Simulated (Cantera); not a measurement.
## Equilibrium for fluorocarbon and chlorocarbon gases: CCl4 + H2

Charge: 1 mol CCl4, 12 mol H2, equilibrated at 1.33 mbar.

Equilibrium computed with Cantera from the NASA thermochemical tables; the gas is ideal and each condensed phase is pure. Candidate condensed phases: C, C6H6, C7H8, C8H18; 91 gas species. Rates play no part.

From 2575 °C to 3275 °C nothing is condensed. The main C-bearing gas is C3 at 2575 °C and C at 3275 °C.

| T (°C) | x H | x Cl | x H2 | x C | x HCl | x C3 | x C2 | x C2H |
|---|---|---|---|---|---|---|---|---|
| 2575 | 0.747 | 0.134 | 0.0798 | 0.00487 | 0.0209 | 0.00862 | 0.00144 | 0.00138 |
| 2675 | 0.786 | 0.137 | 0.0458 | 0.00872 | 0.0117 | 0.00726 | 0.00192 | 0.000962 |
| 2775 | 0.807 | 0.138 | 0.0261 | 0.0142 | 0.00655 | 0.00528 | 0.00227 | 0.000604 |
| 2875 | 0.817 | 0.138 | 0.0150 | 0.0209 | 0.00375 | 0.00310 | 0.00226 | 0.000331 |
| 2975 | 0.821 | 0.138 | 0.00881 | 0.0269 | 0.00220 | 0.00138 | 0.00183 | 0.000152 |
| 3075 | 0.823 | 0.138 | 0.00532 | 0.0308 | 0.00133 | 0.000469 | 0.00122 | 5.91e-5 |
| 3175 | 0.824 | 0.138 | 0.00330 | 0.0327 | 0.000830 | 0.000139 | 0.000728 | 2.13e-5 |
| 3275 | 0.825 | 0.138 | 0.00210 | 0.0336 | 0.000530 | 4.03e-5 | 0.000420 | 7.61e-6 |
x: gas mole fraction; nothing condenses.
